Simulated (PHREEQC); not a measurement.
Make-up at 25 °C: 0.2 mol/kgw FeCl3, 0.013 mol/kgw NiCl2 and 0.00017 mol/kgw H2SO4. Closed to the air; pH follows from the charge balance.

Equilibrium calculation in PHREEQC: ion-association model, wateq4f.dat.

Each row changes one thing in this solution. Precipitation was switched off in this run.

```tsv
case	pH	ionic strength (mol/kgw)	Cl- (mol/kgw)
as made	1.88	0.697	0.435
NiCl2 from 0.013 to 0.026 mol/kgw	1.89	…	0.452
H2SO4 left out	1.88	0.697	0.435
NiCl2 replaced by MnCl2 at the same molality	1.88	…	0.436
FeCl3 left out	3.53	…	0.0256
NiCl2 from 0.013 to 0.065 mol/kgw	1.94	0.780	0.501
NiCl2 from 0.013 to 0.0117 mol/kgw	1.88	0.694	0.433
NiCl2 left out	1.86	0.675	0.417
```

Q: Some entries are withheld; supply them.

A: 
- NiCl2 from 0.013 to 0.026 mol/kgw, ionic strength (mol/kgw): 0.718
- NiCl2 replaced by MnCl2 at the same molality, ionic strength (mol/kgw): 0.698
- FeCl3 left out, ionic strength (mol/kgw): 0.0384

The ionic strength passes 0.7 mol/kgw, the rough limit of the ion-association models, in NiCl2 from 0.013 to 0.026 mol/kgw; NiCl2 from 0.013 to 0.065 mol/kgw. Some of these states are supersaturated (in Hematite (slow to form), Goethite (slow to form), for instance).
